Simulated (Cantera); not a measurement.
A closed system holds: 1 mol V2O3, 320 mol H2, 5 mol H2O, at 0.000780 bar.

These are equilibrium values from Cantera (NASA tables, ideal gas, pure condensed phases), not measurements of a reactor. Candidate condensed phases: H2O, V, VO, V2O3, V2O4, V2O5; 12 gas species. VO: taken at fixed stoichiometry. Kinetics and transport are ignored.

Problem. At 1900 K, list the 6 most abundant gas species with their mole fractions, and the condensed phases.

Solution. H2 0.954, H 0.0277, H2O 0.0155, VO2 0.00257, VO 0.000486, OH 3.72e-5. Condensed: VO(s).
